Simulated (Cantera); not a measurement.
An isothermal, constant-pressure homogeneous reactor starts with H2 : O2 : N2 = 0.21 : 1 : 2.6 (molar parts), at 1400 K and 0.00306 atm.

Computed with Cantera and the H2/O2 subset of GRI-Mech 3.0, which has no nitrogen chemistry. Radical loss at walls, strong at low pressure, is not modelled. The temperature is held fixed by assumption; the heat of reaction is taken as removed at once.

Question: Predict: x(H2) at 200 s; x(O2) at 200 s; x(HO2) at 200 s; x(H) at 200 s; x(OH) at 200 s; x(O) at 200 s.

Answer: 
| Property | Value |
|---|---|
| x(H2) at 200 s | 1.53e-6 (gas-phase equilibrium 9.41e-7) |
| x(O2) at 200 s | 0.242 (gas-phase equilibrium 0.242) |
| x(HO2) at 200 s | 1.51e-8 (gas-phase equilibrium 1.78e-8) |
| x(H) at 200 s | 1.78e-7 (gas-phase equilibrium 8.53e-8) |
| x(OH) at 200 s | 0.000130 (gas-phase equilibrium 0.000102) |
| x(O) at 200 s | 1.37e-5 (gas-phase equilibrium 8.41e-6) |
